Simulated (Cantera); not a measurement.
Charge: 1 mol PbO, 0.01 mol O2, a varied amount of H2, equilibrated at 523.15 K and 190000 Pa.

Method: chemical equilibrium by Gibbs-energy minimisation in Cantera with the NASA 1993 tables (ideal gas, pure condensed phases). Candidate condensed phases: H2O, Pb, PbO, PbO2, Pb3O4; 12 gas species. Kinetics and transport are ignored.

Problem. Which condensed phases are stable at each of these points (n(H2) (mol)): 0.1, 0.31, 0.92, 2.8, 8.2, 24, 73?

Solution. 
```csv
n(H2) (mol),condensed phases,Pb condensed (%)
0.1,Pb(s) + PbO(red),100.0
0.31,Pb(s) + PbO(red),100.0
0.92,Pb(s) + PbO(red),100.0
2.8,Pb(s),100.0
8.2,Pb(s),100.0
24,Pb(s),100.0
73,Pb(s),100.0
```

From 0.1 mol H2 to 0.92 mol H2 the condensed part is Pb(s) + PbO(red). From 2.8 mol H2 to 73 mol H2 the condensed part is Pb(s).
